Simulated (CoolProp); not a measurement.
Vapour pressure (kPa) of cyclopropane: the reference equation beside estimates from Tc = 398.7 K, pc = 5605 kPa, ω = 0.131. Clausius-Clapeyron is anchored at 302.4 K with a constant enthalpy of vaporisation of 16.66 kJ/mol.

The numbers come from the reference Helmholtz-energy equation of state, Polt 1992 in CoolProp. This equation is an older, rougher fit; its heat capacities, sound speeds and derivatives of the liquid may be far off and weren't checked against measurements.

```csv
T (K),reference,Lee-Kesler,Clausius-Clapeyron,van der Waals,Redlich-Kwong,Soave-Redlich-Kwong,Peng-Robinson
279.4,420.8,419.1,470.1,1130,494.8,419.0,418.5
287,529.6,527.9,568.5,1294,617.9,528.1,526.1
294.7,659.4,658.0,682.3,1475,763.5,659.0,655.0
302.4,811.3,810.2,811.3,1672,931.8,812.6,806.3
310,984.8,984.2,954.4,1881,1122,988.6,979.8
317.7,1187,1187,1116,2110,1340,1194,1182
325.3,1415,1414,1294,2352,1583,1426,1411
333,1677,1676,1492,2615,1858,1692,1674
340.7,1972,1971,1709,2895,2165,1993,1972
348.3,2300,2297,1943,3190,2498,2325,2302
356,2671,2666,2201,3506,2870,2701,2676
363.7,3083,3078,2479,3841,3277,3118,3092
371.3,3535,3529,2775,4190,3714,3573,3548
379,4042,4037,3097,4563,4195,4080,4058
386.6,4595,4594,3436,4950,4708,4629,4612
```

Absolute difference from the reference over all 15 rows, mean and median: Lee-Kesler 0.1 and 0.1 %, Clausius-Clapeyron 12.5 and 11.7 %, van der Waals 67.6 and 55.9 %, Redlich-Kwong 10.5 and 10.8 %, Soave-Redlich-Kwong 0.7 and 0.8 %, Peng-Robinson 0.4 and 0.4 %.
